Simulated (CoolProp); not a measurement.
The numbers come from the reference Helmholtz-energy equation of state, Bücker 2006 in CoolProp.

**Question.** For isobutane, give the phase and the density (kg/m³), speed of sound (m/s), Joule-Thomson coefficient (K/MPa), expansivity (1/kK) at 575 K and 34 bar; 575 K and 45.4 bar; 575 K and 90.7 bar.

**Answer.** 
- 575 K and 34 bar: gas; density 45.6, speed of sound 272, Joule-Thomson coefficient 3.28, expansivity 2.51
- 575 K and 45.4 bar: supercritical; density 63.0, speed of sound 266, Joule-Thomson coefficient 3.28, expansivity 2.83
- 575 K and 90.7 bar: supercritical; density 140, speed of sound 259, Joule-Thomson coefficient 2.82, expansivity 4.00
